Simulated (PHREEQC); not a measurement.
## Brine (model solution)

A solution holds 3.8 mol NaBr, 0.2 mol CaCl2 and 4.6 mol LiCl per kg of water, at 25 °C. Closed to the air; pH follows from the charge balance.

The numbers come from PHREEQC with the Pitzer model, pitzer.dat.

No solid was allowed to form.

### Question
What activity of water, osmotic coefficient does the model give?

### Answer
activity of water 0.517; osmotic coefficient 2.103.

Examples of supersaturated solids here: Halite. Others may be too.
